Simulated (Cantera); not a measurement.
Charge: 1 mol Si, 0.42 mol H₂O, 15 mol N₂, held at 1298.15 K and 0.100 bar.

Cantera equilibrium calculation (NASA polynomials, part measured and part estimated; ideal gas, pure solids and liquids). Candidate condensed phases: H₂O, Si, SiO₂, Si₂N₂O, Si₃N₄; 35 gas species. N₂ is the only nitrogen source here; it is nearly inert below about 1500 K, so the nitride shown seldom forms there in practice. Mutual solubility and eutectic melting of coexisting phases are not modelled. Kinetics and transport are ignored.

Base state: N₂ 0.972, H₂ 0.0282 (mole fractions); condensed: Si₂N₂O(s) + Si₃N₄(s).

### Question
What changes in the equilibrium state with this change: H₂O from 0.42 to 5.3 mol?

### Answer
```tsv
species	before	after
N₂	0.972	0.739
H₂O	<1e-9	0.163
H₂	0.0282	0.0985
Si₂N₂O(s), mol	0.420	0
Si₃N₄(s), mol	0.0533	0
SiO₂(β-quartz), mol	0	1.00
```
The tables hold silica as quartz up to 1696 K and as liquid above; real silica turns to tridymite and cristobalite and melts near 1996 K. Gases not in the tables: Si(OH)₄.

### Question
What changes in the equilibrium state with this change: H₂O from 0.42 to 0.011 mol?

### Answer
| species | before | after |
|---|---|---|
| N₂ | 0.972 | 0.999 |
| H₂ | 0.0282 | 0.000767 |
| Si₂N₂O(s), mol | 0.420 | 0.0110 |
| Si₃N₄(s), mol | 0.0533 | 0.326 |
